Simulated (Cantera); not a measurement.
An isothermal, constant-pressure homogeneous reactor starts with N₂O : H₂O = 1 : 0.02 (molar parts), at 1475 K and 0.133 bar. Integrator tolerance rtol = 1e-08.

Model: GRI-Mech 3.0 (53 species, 325 reactions), integrated in Cantera. GRI-Mech 3.0 was tuned for natural gas; its chemistry of N2O as a main component is partial and can be far from experiment. The temperature is held fixed by assumption; the heat of reaction is taken as removed at once.

Task: What does this change do: temperature 1475 to 1100 K?

Result: 
| quantity | before | after |
|---|---|---|
| x(N₂O) at 10.0 s | 4.43e-6 (gas-phase equilibrium 2.56e-8) | 0.833 (gas-phase equilibrium 2.45e-9) |
| x(H₂O) at 10.0 s | 0.0131 (gas-phase equilibrium 0.0131) | 0.0186 (gas-phase equilibrium 0.0132) |
| x(H₂) at 10.0 s | 9.51e-8 (gas-phase equilibrium 8.51e-8) | 3.07e-9 (gas-phase equilibrium 8.33e-11) |
| x(NO) at 10.0 s | 0.127 (gas-phase equilibrium 0.00124) | 0.00553 (gas-phase equilibrium 9.77e-5) |
| x(HO₂) at 10.0 s | 4.22e-8 (gas-phase equilibrium 4.96e-8) | 8.88e-8 (gas-phase equilibrium 1.22e-9) |
The mechanism lacks the step 2 NO + O2 → 2 NO2, which can matter for NO2 below about 1400 K.
